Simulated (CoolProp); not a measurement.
Values from CoolProp's reference Helmholtz-energy equation of state, McLinden 2015.

Problem. For the fluoroketone C6F12O (FK-5-1-12), give the phase and the cv (kJ/(kg K)), speed of sound (m/s) at 326.7 K and 1.01 bar; 351.6 K and 1.01 bar; 376.5 K and 1.01 bar.

Solution. 
- 326.7 K and 1.01 bar: gas; cv 0.866, speed of sound 88.7
- 351.6 K and 1.01 bar: gas; cv 0.887, speed of sound 93.4
- 376.5 K and 1.01 bar: gas; cv 0.910, speed of sound 97.7
